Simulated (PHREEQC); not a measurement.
Synthetic water in mmol/kgw, 45 °C, pH 1.83, pe 11.3: Na 49.2; K 0.0948; Ca 6.32; Mg 4.48; Cl 25.4; S(6) 92; Cu(2) 1.72; O(0) (counted as O atoms) 0.381; Al 8.76; Pb 0.146.

Valence states are taken as typed.

All values are PHREEQC results (ion-association model, phreeqc.dat), not measurements.

- ionic strength = 0.158 mol/kgw
- density = 0.999 g/cm³
- total alkalinity = -53.9 meq/kg
- charge-balance error = -24.2 %

| species | molality | activity | log γ |
|---|---|---|---|
| Na+ | 0.0462 | 0.0348 | -0.124 |
| SO4-2 | 0.0372 | 0.0114 | -0.513 |
| HSO4- | 0.0350 | 0.0262 | -0.125 |
| Cl- | 0.0253 | 0.0184 | -0.140 |
| H+ | 0.0185 | 0.0148 | -0.096 |
| AlSO4+ | 0.00578 | 0.00427 | -0.132 |
| Ca+2 | 0.00336 | 0.00111 | -0.481 |
| NaSO4- | 0.00297 | 0.00224 | -0.123 |
| MgSO4 | 0.00266 | 0.00276 | 0.016 |
| CaSO4 | 0.00250 | 0.00259 | 0.016 |
| Al(SO4)2- | 0.00227 | 0.00168 | -0.132 |
| Mg+2 | 0.00182 | 0.000637 | -0.456 |
| Cu+2 | 0.000894 | 0.000303 | -0.470 |
| CuSO4 | 0.000774 | 0.000803 | 0.016 |

This is a speciation only: nothing precipitates in the calculation. Examples of supersaturated solids here: Anglesite. Others may be too. At this temperature some constants are extrapolated from 25 °C, and those without enthalpy data are left unchanged.
